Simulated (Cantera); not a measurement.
Charge: 1 mol Cr, 0.72 mol NH3, 53 mol N2, held at 873.15 K and 10.0 mbar.

Method: chemical equilibrium by Gibbs-energy minimisation in Cantera with the NASA 1993 tables (ideal gas, pure condensed phases). Candidate condensed phases: Cr, CrN, Cr2N; 11 gas species. Equilibrium is a limit: real reactors are often held back by kinetics, nucleation or transport.

Base state: N2 0.980, H2 0.0200 (mole fractions); condensed: CrN(s).

Q: What changes in the equilibrium state with this change: NH3 from 0.72 to 0.51 mol?

A: 
```
species      before   after
-----------  ------  ------
N2            0.980   0.986
H2           0.0200  0.0143
CrN(s), mol    1.00    1.00
```

Q: What changes in the equilibrium state with this change: NH3 from 0.72 to 4.3 mol?

A: 
```tsv
species	before	after
N2	0.980	0.894
H2	0.0200	0.106
CrN(s), mol	1.00	1.00
```

Q: What changes in the equilibrium state with this change: Cr replaced by V?

A: 
```tsv
species	before	after
N2	0.980	0.980
H2	0.0200	0.0200
CrN(s), mol	1.00	0
VN(s), mol	0	1.00
```
VN: taken at fixed stoichiometry. Condensed phases not in the tables: V2N. Further candidate phases: V, VN.
